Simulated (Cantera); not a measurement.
## Low-pressure radical oxidation in H2/O2

An isothermal, constant-pressure homogeneous reactor starts with 0.752 % H2, 99.0 % O2, 0.257 % H2O, equivalence ratio 0.0038, at 1350 K and 2670 Pa.

Model: GRI-Mech 3.0 (53 species, 325 reactions), integrated in Cantera. Radical loss at walls, strong at low pressure, is not modelled.

```csv
t (s),x H2,x O2,x H2O,x O,x OH,x H2O2
2.00e-5,0.00752,0.990,0.00257,1.79e-9,1.78e-9,<1e-12
6.29e-5,0.00752,0.990,0.00257,9.46e-9,9.09e-9,1.38e-12
0.000198,0.00752,0.990,0.00257,4.83e-8,4.31e-8,1.31e-11
0.000623,0.00752,0.990,0.00257,5.29e-7,4.38e-7,1.14e-10
0.00196,0.00725,0.990,0.00277,0.000179,0.000143,1.54e-9
0.00617,3.19e-5,0.983,0.00945,0.00637,0.00103,2.26e-8
0.0194,2.67e-5,0.984,0.00951,0.00561,0.000962,2.15e-8
0.0612,1.88e-5,0.986,0.00964,0.00392,0.000809,1.92e-8
0.192,8.28e-6,0.988,0.00983,0.00169,0.000537,1.38e-8
0.606,1.98e-6,0.989,0.01000,0.000400,0.000263,6.46e-9
1.91,3.31e-7,0.990,0.0101,6.66e-5,0.000108,1.90e-9
6.00,5.75e-8,0.990,0.0101,1.16e-5,4.51e-5,4.56e-10
```
x: mole fraction; the columns are a selection and need not sum to one.

Equilibrium at this temperature and pressure: H2 1.28e-8, O2 0.990, H2O 0.0101, O 2.59e-6, OH 2.13e-5, H2O2 1.30e-10 (gas phase only).
